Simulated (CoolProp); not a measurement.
Properties of carbon dioxide along the isotherm -33.95 °C (Tc = 31.0 °C, pc = 7.377 MPa, ω = 0.224).

The numbers come from the reference Helmholtz-energy equation of state, Span 1996 in CoolProp.

```csv
p (MPa),phase,density (kg/m³),cp (kJ/(kg K)),expansivity (1/kK),Prandtl number
1.68,liquid,1094,2.040,3.846,2.39
3.35,liquid,1099,2.017,3.720,2.38
5.03,liquid,1104,1.997,3.604,2.37
6.71,liquid,1109,1.978,3.499,2.37
8.38,liquid,___,1.961,___,2.36
10.1,liquid,1118,1.945,3.313,2.36
11.7,liquid,___,1.932,3.235,2.36
13.4,liquid,1127,1.918,3.158,2.36
15.1,liquid,1131,1.906,3.086,2.36
16.8,liquid,1135,1.894,3.019,2.36
18.4,liquid,___,1.884,___,2.36
```

Task: What belongs in the gaps?

Result: 
- 8.38, density (kg/m³): 1114
- 8.38, expansivity (1/kK): 3.404
- 11.7, density (kg/m³): 1122
- 18.4, density (kg/m³): 1138
- 18.4, expansivity (1/kK): 2.959

Viscosity comes from a separate model (Laesecke 2017). Thermal conductivity comes from a separate model (Huber 2016).
